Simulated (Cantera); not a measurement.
A perfectly stirred reactor is fed with 22.6 % H₂, 36.4 % O₂, 40.1 % N₂, 0.875 % H₂O, equivalence ratio 0.31, at 0.210 bar; it is held at 925 K, and followed from long to short residence time.

Model: the H2/O2 subset of GRI-Mech 3.0, which has no nitrogen chemistry, integrated in Cantera. Below about 950 K walls govern HO2 and H2O2 in real vessels. The temperature is held fixed by assumption; the heat of reaction is taken as removed at once.

One state of this run: x H₂ = 0.0909; x O₂ = 0.315; x OH = 0.000578; x HO₂ = 0.000124; x H₂O = 0.160. x: mole fraction; the columns are a selection and need not sum to one.

Task: Which value of τ (s) does it belong to?
(A) 0.0010
(B) 0.0054
(C) 0.00020
(D) 0.00046

Result: A, 0.0010
